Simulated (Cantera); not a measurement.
A Cantera script and its output.

```python
import numpy as np
import cantera as ct

gas = ct.Solution("h2o2.yaml")
gas.TPX = 550, 23000, {'H2': 1, 'O2': 0.333, 'N2': 1.33}
flame = ct.FreeFlame(gas, width=0.11)
flame.set_refine_criteria(ratio=3, slope=0.08, curve=0.16)
flame.transport_model = "mixture-averaged"
flame.solve(loglevel=0, auto=True)
flame.transport_model = "multicomponent"
flame.soret_enabled = False
flame.solve(loglevel=0, refine_grid=True)
z, T = flame.grid, flame.T
thick = (T[-1] - T[0]) / np.gradient(T, z).max()
show = ['H2', 'O2', 'H2O2', 'HO2', 'O', 'OH']
print(f"laminar burning velocity  {flame.velocity[0] * 100:.3f} cm/s")
print(f"burnt temperature         {T[-1]:.1f} K")
print(f"thermal thickness         {thick * 1e3:.4f} mm")
print(f"grid points               {len(z)}")
z0 = z[flame.heat_release_rate.argmax()]
print(f"{'z/mm':>9s}{'T/K':>9s}{'u/(m/s)':>9s}" + "".join(f"{s:>11s}" for s in show))
rows = []
for k in (-3, -2, -1.5, -1, -0.5, -0.25, 0, 0.25, 0.5, 1, 2, 4, 8):
    zz = z0 + k * thick
    rows.append([k * thick, np.interp(zz, z, T), np.interp(zz, z, flame.velocity),
                 *(np.interp(zz, z, flame.X[gas.species_index(s)]) for s in show)])
    print(f"{rows[-1][0] * 1e3:9.3f}{rows[-1][1]:9.1f}{rows[-1][2]:9.3f}" + "".join(f"{x:11.3e}" for x in rows[-1][3:]))
```

Result:

```
laminar burning velocity  601.990 cm/s
burnt temperature         2348.7 K
thermal thickness         2.9949 mm
grid points               139
     z/mm      T/K  u/(m/s)         H2         O2       H2O2        HO2          O         OH
   -8.985    550.0    6.020  3.755e-01  1.250e-01 -1.844e-16  4.547e-14  1.019e-17  4.005e-19
   -5.990    550.0    6.020  3.755e-01  1.250e-01  4.535e-16  1.672e-11  8.284e-15  2.960e-16
   -4.492    550.0    6.020  3.755e-01  1.250e-01  7.237e-14  1.109e-09  1.003e-12  4.317e-14
   -2.995    550.0    6.020  3.755e-01  1.250e-01  1.220e-10  3.436e-07  6.351e-10  9.213e-11
   -1.497    560.0    6.123  3.742e-01  1.248e-01  1.218e-06  8.663e-05  8.021e-06  3.953e-05
   -0.749    715.8    7.748  3.514e-01  1.198e-01  2.278e-06  5.378e-05  2.231e-04  3.951e-04
    0.000   1124.4   11.790  2.168e-01  7.407e-02  6.796e-07  1.981e-05  5.359e-03  2.552e-03
    0.749   1402.2   14.503  1.103e-01  1.523e-02  6.690e-07  3.887e-06  7.496e-03  5.968e-03
    1.497   1512.4   15.535  1.028e-01  7.785e-03  5.451e-07  1.806e-06  6.743e-03  7.396e-03
    2.995   1634.4   16.645  1.086e-01  6.197e-03  3.725e-07  1.269e-06  6.117e-03  8.816e-03
    5.990   1771.7   17.861  1.154e-01  4.856e-03  2.117e-07  8.888e-07  5.087e-03  9.954e-03
   11.980   1916.5   19.106  1.216e-01  3.422e-03  1.093e-07  5.850e-07  3.745e-03  1.038e-02
   23.959   2052.1   20.237  1.267e-01  2.138e-03  5.720e-08  3.709e-07  2.406e-03  9.759e-03
```

Computed with Cantera and the H2/O2 subset of GRI-Mech 3.0, which has no nitrogen chemistry. Burning velocities carry a grid error of a few per cent, more on coarse grids.
